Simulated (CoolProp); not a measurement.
Saturation properties of acetone (Tc = 508.1 K, pc = 46.92 bar, ω = 0.307).

Computed with CoolProp (reference Helmholtz-energy equation of state, Lemmon 2006). It is a short technical equation, of lower accuracy than the large ones.

| T (K) | p (bar) | vapour density (kg/m³) | enthalpy of vaporisation (kJ/kg) | liquid cp (kJ/(kg K)) | surface tension (mN/m) |
|---|---|---|---|---|---|
| 348.3 | 1.867 | 4.048 | 479.7 | 2.293 | 16.5 |
| 354 | 2.209 | 4.753 | 472.9 | 2.313 | 15.9 |
| 359.6 | 2.590 | 5.537 | 466.0 | 2.335 | 15.2 |
| 365.2 | 3.020 | 6.421 | 459.0 | 2.357 | 14.5 |
| 370.8 | 3.503 | 7.415 | 451.8 | 2.380 | 13.9 |
| 376.4 | 4.044 | 8.528 | 444.4 | 2.404 | 13.2 |
| 382 | 4.647 | 9.773 | 436.8 | 2.429 | 12.6 |
| 387.6 | 5.315 | 11.16 | 429.0 | 2.455 | 11.9 |
| 393.2 | 6.055 | 12.71 | 420.9 | 2.483 | 11.3 |
| 398.8 | 6.871 | 14.44 | 412.6 | 2.513 | 10.6 |
| 404.5 | 7.784 | 16.39 | 403.8 | 2.544 | 10.0 |
| 410.1 | 8.767 | 18.52 | 394.8 | 2.578 | 9.38 |

It boils at 329.2 K under 1 atm.

Surface tension comes from a separate correlation (Mulero 2012).
